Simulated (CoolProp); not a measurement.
A single-stage vapour-compression cycle with the fluid: evaporating at 309.15 K (dew point), condensing at 340.15 K (bubble point), superheat 0 K, subcooling 2 K, compressor efficiency 0.9, no pressure losses. The same conditions are run with several fluids, on thermodynamics alone (safety and materials aside).

The numbers come from the reference Helmholtz-energy equation of state of each fluid (n-perfluorohexane: Gao 2022; hydrogen sulfide: Lemmon 2006; R227EA: Lemmon 2016; R245ca: Zhou 2016; tetrahydrofuran: Fiedler 2023; carbonyl sulfide: Lemmon 2006) in CoolProp.

```csv
fluid,cooling COP,pressure ratio,discharge temperature (K),refrigerating effect (kJ/kg),volumetric capacity (kJ/m³)
n-perfluorohexane,7.06,3.00,340.2,58.7,373
hydrogen sulfide,7.00,1.91,369.6,318,14100
R227EA,6.60,2.21,340.2,67.9,3420
R245ca,7.87,2.67,340.2,157,1300
tetrahydrofuran,8.38,3.05,349.4,385,376
carbonyl sulfide,7.23,1.92,361.1,188,9140
```

The compression ends wet for: n-perfluorohexane; R227EA; R245ca.
